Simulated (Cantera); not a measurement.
A diamond (100) surface in a fixed gas of H2 with x(CH4) = 0.0025, x(H) = 0.00049, x(CH3) = 1.4e-05, 0.210 bar; coverages are run to steady state.

Computed with Cantera and the Harris–Goodwin 1993 mechanism for the reconstructed diamond (100) surface.

θ: site fractions in the mechanism's names (c6HH fully hydrogenated, c6H* and c6*H radical sites, c6** diradical, c6HM methylated).

| T (K) | growth (µm/h) | θ c6HH | θ c6H* | θ c6*H | θ c6** | θ c6HM |
|---|---|---|---|---|---|---|
| 925 | (withheld) | 0.653 | 0.0118 | 0.304 | 0.00488 | 0.0201 |
| 1000 | 1.32 | 0.594 | 0.0177 | 0.362 | 0.00815 | 0.0132 |
| 1075 | 1.24 | 0.544 | 0.0244 | 0.410 | 0.0119 | 0.00670 |
| 1150 | (withheld) | 0.506 | 0.0313 | 0.443 | 0.0155 | 0.00209 |
| 1225 | (withheld) | 0.481 | 0.0379 | 0.462 | 0.0181 | 0.000468 |
| 1300 | (withheld) | 0.470 | 0.0437 | 0.466 | 0.0195 | 9.96e-5 |
| 1375 | (withheld) | 0.472 | 0.0485 | 0.460 | 0.0198 | 2.20e-5 |

Question: Complete the blanks.

Answer: 
- 925, growth (µm/h): 0.997
- 1150, growth (µm/h): 0.715
- 1225, growth (µm/h): 0.356
- 1300, growth (µm/h): 0.236
- 1375, growth (µm/h): 0.171
